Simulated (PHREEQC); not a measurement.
Synthetic water in mmol/kgw, 25 °C, pH 6.53, pe 10.6: Na 0.022; K 6.73e-08; Ca 0.00765; Mg 0.00042; Cl 0.00268; S(6) 0.00363; Alkalinity (meq/kgw) 0.0294; Si 5.37e-05; Zn 1.16e-05.

Valence states are taken as typed.

All values are PHREEQC results (ion-association model, phreeqc.dat), not measurements.

This is a speciation only: nothing precipitates in the calculation.

What charge-balance error does the model give?

charge-balance error -1.5 %.

In which forms is C present?

HCO3- 60 %, CO2 40 % of the C.
